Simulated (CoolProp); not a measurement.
Vapour-liquid equilibrium of R114 (1) + benzene (2) at 290.3 K; x and y are mole fractions of (1).

The numbers come from the multi-fluid Helmholtz-energy mixture model, Platzer 1990 and Thol 2012; pair parameters Bell 2016 in CoolProp. This equation is an older, rougher fit; its heat capacities, sound speeds and derivatives of the liquid may be far off and weren't checked against measurements.

| x | bubble pressure, mixture model (kPa) | bubble pressure, Raoult's law (kPa) | y, mixture model | y, Raoult's law |
|---|---|---|---|---|
| 0.05 | 34.99 | 16.56 | 0.759 | 0.499 |
| 0.125 | 62.84 | 28.30 | 0.872 | 0.730 |
| 0.2 | 81.31 | 40.05 | 0.906 | 0.826 |
| 0.275 | 93.92 | 51.79 | 0.922 | 0.878 |
| 0.35 | 103.0 | 63.53 | 0.931 | 0.911 |
| 0.425 | 110.0 | 75.28 | 0.938 | 0.933 |
| 0.5 | 116.1 | 87.02 | 0.944 | 0.950 |
| 0.575 | 121.8 | 98.76 | 0.950 | 0.962 |
| 0.65 | 127.7 | 110.5 | 0.956 | 0.972 |
| 0.725 | 134.0 | 122.2 | 0.962 | 0.980 |
| 0.8 | 141.2 | 134.0 | 0.970 | 0.987 |
| 0.875 | 149.2 | 145.7 | 0.980 | 0.993 |
| 0.95 | 158.5 | 157.5 | 0.991 | 0.997 |

The largest gap from Raoult's law is +122.0 % in bubble pressure, at x = 0.125. No azeotrope shows between x = 0.05 and 0.95.

Pair parameters are fitted to limited data, so mixtures are less certain than the pure fluids. With so large a gap from Raoult's law the liquid may split in two, which this calculation doesn't test in full.
